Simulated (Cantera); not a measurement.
Charge: 1 mol SiH4, 5 mol CO2, 18 mol N2, held at 2100 K and 100000 Pa.

Method: chemical equilibrium by Gibbs-energy minimisation in Cantera with the NASA 1993 tables (ideal gas, pure condensed phases). Candidate condensed phases: C, C6H6, C7H8, C8H18, H2O, Si, SiC, SiO2, Si2N2O, Si3N4; 151 gas species. The tables hold silica as quartz up to 1696 K and as liquid above; real silica turns to tridymite and cristobalite and melts near 1996 K. Gases not in the tables: Si(OH)4. The numbers say what is thermodynamically allowed, not how fast it happens.

Base state: N2 0.720, CO 0.136, CO2 0.0641, H2O 0.0558, H2 0.0239, H 0.000482, SiO 0.000136, OH 0.000134 (mole fractions); condensed: SiO2(l).

Q: What changes in the equilibrium state with this change: temperature from 2100 K to 1600 K?

A: 
```tsv
species	before	after
N2	0.720	0.720
CO	0.136	0.130
CO2	0.0641	0.0704
H2	0.0239	0.0304
H2O	0.0558	0.0496
SiO	0.000136	1.57e-8
NO	2.87e-5	4.37e-8
OH	0.000134	6.06e-7
H	0.000482	9.48e-6
SiO2(l), mol	0.997	0
SiO2(β-quartz), mol	0	1.00
```
